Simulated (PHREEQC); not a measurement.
Make-up at 25 °C: 0.0014 mol/kgw HF, 0.018 mol/kgw NaF, 2e-06 mol/kgw H4SiO4 and 0.027 mol/kgw H2SO4. Closed to the air; pH follows from the charge balance.

The numbers come from PHREEQC with the ion-association model, phreeqc.dat.

```
quantity                    before     after
------------------------  --------  --------
pH                            1.71      2.25
ionic strength (mol/kgw)    0.0535    0.0136
HF (mol/kgw)                0.0185   0.00341
HSO4- (mol/kgw)             0.0137   0.00149
SO4-2 (mol/kgw)             0.0128   0.00387
F- (mol/kgw)              0.000784  0.000460
SI of Quartz (SiO2)          -6.23     -3.49
```

Problem. Name the change that produced these shifts.
A. diluted 5-fold with water
B. NaF left out
C. 0.004 mol/kgw NH3 added
D. temperature from 25 to 75 °C
E. 0.0041 mol/kgw Ca(HCO3)2 added

Solution. A, diluted 5-fold with water

This is a speciation only: nothing precipitates in the calculation. SiF6-2 is the database's only silicon fluoride.
